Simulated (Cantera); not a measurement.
A perfectly stirred reactor is fed with 20.1 % CH₃OH, 16.8 % O₂, 63.1 % N₂, equivalence ratio 1.8, at 1.01 bar; it is adiabatic with a 600 K inlet, and is followed from long to short residence time, starting on the burning branch (τ in s: 0.04, 0.014, 0.0046, 0.0016, 0.00053, 0.00018, 6.1e-05, 2.1e-05, 7e-06).

Computed with Cantera and GRI-Mech 3.0 (53 species, 325 reactions). GRI-Mech 3.0 was tuned for natural gas; its chemistry of methanol as a main component is partial and can be far from experiment.

Problem. Predict: blow-out, bracketed by the residence times tried; x(CH₃OH) at τ = 40.0 ms; x(O₂) at τ = 40.0 ms; x(CH₄) at τ = 40.0 ms; x(HCN) at τ = 40.0 ms; x(CH₂) at τ = 40.0 ms; x(CH₃OH) at τ = 0.530 ms; x(O₂) at τ = 0.530 ms; x(CH₄) at τ = 0.530 ms; x(HCN) at τ = 0.530 ms; x(CH₂) at τ = 0.530 ms.

Solution. 
- blow-out, bracketed by the residence times tried: burning at 0.180 ms, out at 61.0 µs
- x(CH₃OH) at τ = 40.0 ms: 3.29e-6
- x(O₂) at τ = 40.0 ms: 8.59e-5
- x(CH₄) at τ = 40.0 ms: 9.36e-6
- x(HCN) at τ = 40.0 ms: 1.41e-6
- x(CH₂) at τ = 40.0 ms: 1.81e-7
- x(CH₃OH) at τ = 0.530 ms: 0.000100
- x(O₂) at τ = 0.530 ms: 0.00213
- x(CH₄) at τ = 0.530 ms: 0.000150
- x(HCN) at τ = 0.530 ms: 2.75e-5
- x(CH₂) at τ = 0.530 ms: 8.18e-6
